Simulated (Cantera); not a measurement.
What does this Cantera script print?

```python
import numpy as np
import cantera as ct

gas_names = [...]  # 109 gases of nasa_gas.yaml made of C, Cl, H, Si
cond_names = """
    C(gr) C6H6(L) C7H8(L) C8H18(L),n-octa Si(cr) Si(L) SiC(b)
""".split()


# ... load() reads the species with a 1 bar reference pressure and builds the phases ...
atoms = {
    'SiCl4': {'Si': 1, 'CL': 4},
    'C2H4': {'C': 2, 'H': 4},
    'H2': {'H': 2},
    'C3H8': {'C': 3, 'H': 8},
}
top_T = {'C(gr)': 4500, 'SiC(b)': 3050}  # K; cautious upper limits of use, not melting points


# ... equilibrate(T, P, feed) seeds the gas with the atoms and calls Mixture.equilibrate('TP', solver="vcs", rtol=1e-11, max_steps=5000) ...
results = []
feed = {'SiCl4': 1, 'C2H4': 0.014, 'H2': 1600, 'C3H8': 0.048}  # mol
T = 1023  # K
P = 360  # Pa
mix = equilibrate(T, P, feed)
results.append((T, P, feed, dict(zip(mix.species_names, mix.species_moles))))
x = sorted(zip(gas.X, gas.species_names), reverse=True)
print(f"T = {T:g} K  P = {P:g} Pa  gas = {mix.phase_moles(0):.4g} mol")
print("   x: " + "  ".join(f"{s} {v:.3e}" for v, s in x if v > 0.0001))
print("   condensed (mol): " + ("  ".join(f"{mix.phase(i).name} {mix.phase_moles(i):.4g}"
      for i in range(1, mix.n_phases) if mix.phase_moles(i) > 1e-12) or "none"))
```

It prints:

```
T = 1023 K  P = 360 Pa  gas = 1602 mol
   x: H2 9.975e-01  HCL 2.469e-03
   condensed (mol): Si(cr) 0.8074  SiC(b) 0.1718
```

These are equilibrium values from Cantera (NASA tables, ideal gas, pure condensed phases), not measurements of a reactor. Mutual solubility and eutectic melting of coexisting phases are not modelled.
